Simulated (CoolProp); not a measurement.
A single-stage vapour-compression cycle with R143a: evaporating at 241.15 K (dew point), condensing at 300.15 K (bubble point), superheat 5 K, subcooling 8 K, compressor efficiency 0.7, no pressure losses. Each further row changes one setting.

Model: reference Helmholtz-energy equation of state, Lemmon and Jacobsen 2000, in CoolProp.

```
case                              cooling COP  pressure ratio  discharge temperature (K)  refrigerating effect (kJ/kg)  volumetric capacity (kJ/m³)
--------------------------------  -----------  --------------  -------------------------  ----------------------------  ---------------------------
as stated                                2.21            6.70                      332.5                           145                         1270
evaporating temperature 246.15 K          ___            5.49                        ___                           148                         1570
condensing temperature 295.15 K          2.51             ___                      326.2                           153                         1340
subcooling 13 K                           ___            6.70                      332.5                           153                         1340
superheat 15 K                            ___            6.70                      343.3                           ___                          ___
compressor efficiency 0.6                1.90            6.70                        ___                           145                         1270
```

Question: Some entries are withheld; supply them.

Answer: 
- evaporating temperature 246.15 K, cooling COP: 2.53
- evaporating temperature 246.15 K, discharge temperature (K): 329.2
- condensing temperature 295.15 K, pressure ratio: 5.88
- subcooling 13 K, cooling COP: 2.33
- superheat 15 K, cooling COP: 2.23
- superheat 15 K, refrigerating effect (kJ/kg): 154
- superheat 15 K, volumetric capacity (kJ/m³): 1280
- compressor efficiency 0.6, discharge temperature (K): 341.8
